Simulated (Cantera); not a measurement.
# Adiabatic ignition

An adiabatic, constant-pressure homogeneous reactor starts with 21.4 % CO, 0.985 % H2, 2.57 % CH4, 15.8 % O2, 59.3 % N2, at 1075 K and 9.87 atm.

Model: GRI-Mech 3.0 (53 species, 325 reactions), integrated in Cantera.

```
t (s)     T (K)    x CO     x H2   x CH4    x HCN     x HO2     x NO     x CO2
--------  -----  ------  -------  ------  -------  --------  -------  --------
1.00e-6    1075   0.214  0.00985  0.0257   <1e-12  8.21e-10   <1e-12   2.39e-9
2.51e-6    1075   0.214  0.00985  0.0257   <1e-12   3.06e-9   <1e-12   6.97e-9
6.31e-6    1075   0.214  0.00985  0.0257   <1e-12   9.18e-9   <1e-12   2.03e-8
1.58e-5    1075   0.214  0.00985  0.0257   <1e-12   2.59e-8   <1e-12   6.42e-8
3.98e-5    1075   0.214  0.00985  0.0257   <1e-12   7.61e-8   <1e-12   2.51e-7
0.000100   1075   0.214  0.00985  0.0257   <1e-12   2.61e-7   <1e-12   1.37e-6
0.000251   1075   0.214  0.00984  0.0257   <1e-12   1.40e-6   <1e-12   1.27e-5
0.000631   1079   0.214  0.00977  0.0256   <1e-12   1.47e-5   <1e-12  0.000295
0.00158    2778  0.0607  0.00262  <1e-12  1.37e-9   6.65e-6  0.00347     0.200
0.00398    2766  0.0612  0.00266  <1e-12  2.33e-9   5.91e-6  0.00937     0.199
0.0100     2766  0.0612  0.00266  <1e-12  2.33e-9   5.91e-6  0.00938     0.199
0.0251     2766  0.0612  0.00266  <1e-12  2.33e-9   5.91e-6  0.00938     0.199
0.0631     2766  0.0612  0.00266  <1e-12  2.33e-9   5.91e-6  0.00938     0.199
0.158      2766  0.0612  0.00266  <1e-12  2.33e-9   5.91e-6  0.00938     0.199
0.398      2766  0.0612  0.00266  <1e-12  2.33e-9   5.91e-6  0.00938     0.199
1.00       2766  0.0612  0.00266  <1e-12  2.33e-9   5.91e-6  0.00938     0.199
```
x: mole fraction; the columns are a selection and need not sum to one.

- time of steepest temperature rise: 1.38 ms
- temperature at 1.00 s: 2766 K
- equilibrium temperature: 2766 K
- x(CO) at 1.00 s: 0.0612 (gas-phase equilibrium 0.0612)
- x(H2) at 1.00 s: 0.00266 (gas-phase equilibrium 0.00266)
- x(CH4) at 1.00 s: <1e-12 (gas-phase equilibrium <1e-12)
